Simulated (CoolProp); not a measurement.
Vapour-liquid equilibrium of dimethyl ether (1) + R236FA (2) at 0.506 MPa; x and y are mole fractions of (1).

Values from CoolProp's multi-fluid Helmholtz-energy mixture model, Wu 2011 and Pan 2012; pair parameters Bell 2016.

```tsv
x	bubble temperature, mixture model (°C)	bubble temperature, Raoult's law (°C)	y, mixture model	y, Raoult's law
0.05	44.9	43.3	0.054	0.096
0.125	44.4	40.9	0.142	0.225
0.2	43.8	38.6	0.235	0.339
0.275	42.9	36.4	0.334	0.439
0.35	41.6	34.3	0.437	0.529
0.425	39.9	32.3	0.539	0.608
0.5	37.8	30.4	0.637	0.679
0.575	35.4	28.6	0.727	0.743
0.65	32.7	26.9	0.806	0.800
0.725	29.8	25.2	0.872	0.851
0.8	26.8	23.6	0.923	0.897
0.875	24.0	22.1	0.961	0.939
0.95	21.3	20.7	0.987	0.977
```

The largest gap from Raoult's law is +7.6 K in bubble temperature, at x = 0.425. No azeotrope shows between x = 0.05 and 0.95.

The pair parameters rest on a limited set of measurements; away from them the model extrapolates.
